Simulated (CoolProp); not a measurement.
Vapour pressure (bar) of CH3F (R41): the reference equation beside estimates from Tc = 44.1 °C, pc = 59.06 bar, ω = 0.200. Clausius-Clapeyron is anchored at -14.85 °C with a constant enthalpy of vaporisation of 12.70 kJ/mol.

Computed with CoolProp (reference Helmholtz-energy equation of state, Lemmon 2006). It is a short technical equation, of lower accuracy than the large ones.

```csv
T (°C),reference,Lee-Kesler,Clausius-Clapeyron,van der Waals,Redlich-Kwong,Soave-Redlich-Kwong,Peng-Robinson
-20.05,11.36,11.55,11.81,22.34,14.23,11.61,11.47
-17.45,12.32,12.52,12.56,23.42,15.30,12.60,12.45
-14.85,13.34,13.56,13.34,24.54,16.43,13.65,13.48
-12.35,14.37,14.61,14.12,25.64,17.56,14.72,14.54
-9.75,15.51,15.77,14.96,26.81,18.79,15.90,15.70
-7.15,16.72,16.99,15.83,28.02,20.09,17.15,16.94
-4.55,18.00,18.28,16.73,29.27,21.44,18.46,18.24
-2.05,19.29,19.59,17.63,30.49,22.79,19.80,19.56
0.55,20.71,21.03,18.60,31.80,24.26,21.26,21.00
3.15,22.20,22.53,19.60,33.15,25.79,22.80,22.53
5.75,23.78,24.12,20.64,34.53,27.39,24.41,24.13
8.25,25.37,25.72,21.67,35.88,28.98,26.05,25.76
10.85,27.11,27.47,22.77,37.33,30.71,27.83,27.53
13.45,28.94,29.31,23.91,38.81,32.50,29.69,29.39
15.95,30.79,31.16,25.04,40.27,34.28,31.57,31.26
```

Absolute difference from the reference over all 15 rows, mean and median: Lee-Kesler 1.5 and 1.6 %, Clausius-Clapeyron 8.9 and 8.6 %, van der Waals 60.2 and 58.1 %, Redlich-Kwong 18.2 and 18.1 %, Soave-Redlich-Kwong 2.5 and 2.6 %, Peng-Robinson 1.3 and 1.4 %.
